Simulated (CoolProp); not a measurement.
A single-stage vapour-compression cycle with the fluid: evaporating at 284.15 K (dew point), condensing at 310.15 K (bubble point), superheat 0 K, subcooling 5 K, compressor efficiency 0.7, no pressure losses. The same conditions are run with several fluids, on thermodynamics alone (safety and materials aside).

Computed with CoolProp (reference Helmholtz-energy equation of state of each fluid (isohexane: Lemmon 2006; n-butane: Bücker 2006; R404A: Lemmon 2003; R142b: Lemmon 2006; n-perfluorohexane: Gao 2022; cyclopentane: Gedanitz 2015)). Blends and air are pseudo-pure fits.

```tsv
fluid	cooling COP	pressure ratio	discharge temperature (K)	refrigerating effect (kJ/kg)	volumetric capacity (kJ/m³)
isohexane	7.20	(withheld)	311.3	310	175
n-butane	7.12	2.26	(withheld)	324	1300
R404A	6.37	2.03	318.3	(withheld)	5320
R142b	7.12	2.24	319.6	(withheld)	(withheld)
n-perfluorohexane	6.83	3.16	310.1	74.8	167
cyclopentane	7.33	2.81	327.4	(withheld)	269
```

Task: Some entries are withheld; supply them.

Result: 
- isohexane, pressure ratio: 2.97
- n-butane, discharge temperature (K): 314.7
- R404A, refrigerating effect (kJ/kg): 124
- R142b, refrigerating effect (kJ/kg): 184
- R142b, volumetric capacity (kJ/m³): 1800
- cyclopentane, refrigerating effect (kJ/kg): 378

The compression ends wet for: n-perfluorohexane.
